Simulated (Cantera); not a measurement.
A jet of 2.18 % CH4, 7.33 % O2, 90.5 % N2, equivalence ratio 0.59 at 300 K and 0.0760 atm hits a platinum plate 7.7 cm away at a mass flux of 0.026 kg/m²/s; the plate temperature is set and raised in steps from an oxygen-covered start.

Model: Deutschmann's 1995 Pt surface mechanism with GRI-Mech 3.0 gas chemistry, integrated in Cantera. Catalytic surfaces can have several steady states; this one follows from the mechanism file's or the stated starting coverage.

x: mole fraction at the wall; θ: surface coverage.

| plate T (K) | wall x CH4 | wall x O2 | wall x H2O | wall x OH | wall x CO | wall x CO2 | θ free Pt | θ O* | θ OH* |
|---|---|---|---|---|---|---|---|---|---|
| 950 | 0.00621 | 0.0404 | 0.0289 | 8.90e-8 | 3.84e-6 | 0.0189 | 0.333 | 0.666 | 0.00121 |
| 1000 | 0.00440 | 0.0366 | 0.0322 | 2.32e-7 | 3.74e-6 | 0.0211 | 0.411 | 0.588 | 0.00111 |
| 1050 | 0.00328 | 0.0342 | 0.0342 | 5.40e-7 | 3.78e-6 | 0.0224 | 0.486 | 0.513 | 0.000979 |
| 1100 | 0.00256 | 0.0328 | 0.0355 | 1.15e-6 | 3.97e-6 | 0.0233 | 0.557 | 0.442 | 0.000850 |
| 1150 | 0.00208 | 0.0318 | 0.0362 | 2.26e-6 | … | 0.0238 | 0.622 | 0.377 | 0.000729 |
| 1200 | 0.00175 | 0.0313 | 0.0367 | 4.15e-6 | … | 0.0241 | 0.682 | 0.317 | 0.000619 |
| 1250 | 0.00152 | 0.0309 | 0.0370 | 7.18e-6 | … | 0.0242 | 0.735 | 0.264 | 0.000523 |
| 1300 | 0.00134 | 0.0307 | 0.0372 | 1.18e-5 | … | 0.0243 | 0.782 | 0.218 | 0.000439 |

### Question
What belongs in the gaps?

### Answer

- 1150, wall x CO: 4.32e-6
- 1200, wall x CO: 4.87e-6
- 1250, wall x CO: 5.67e-6
- 1300, wall x CO: 6.82e-6
